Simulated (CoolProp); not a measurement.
The fluid at 459.17 K and 1.19 MPa (stagnation) flows isentropically through a choked orifice. The same conditions are run with several fluids, on thermodynamics alone (safety and materials aside).

The numbers come from the reference Helmholtz-energy equation of state of each fluid (sulfur dioxide: Gao 2016; R410A: Lemmon 2003; hydrogen sulfide: Lemmon 2006; ethanol: Schroeder 2014; R142b: Lemmon 2006) in CoolProp. Blends and air are pseudo-pure fits.

```tsv
fluid	throat to inlet pressure ratio	mass flux (kg/(m² s))	throat temperature (K)
sulfur dioxide	0.560	___	410.4
R410A	0.581	3330	430.8
hydrogen sulfide	___	2400	___
ethanol	___	___	432.8
R142b	___	___	___
```

### Question
Some entries are withheld; supply them.

### Answer

- sulfur dioxide, mass flux (kg/(m² s)): 3250
- hydrogen sulfide, throat to inlet pressure ratio: 0.545
- hydrogen sulfide, throat temperature (K): 398.1
- ethanol, throat to inlet pressure ratio: 0.590
- ethanol, mass flux (kg/(m² s)): 2720
- R142b, throat to inlet pressure ratio: 0.595
- R142b, mass flux (kg/(m² s)): 3910
- R142b, throat temperature (K): 438.8
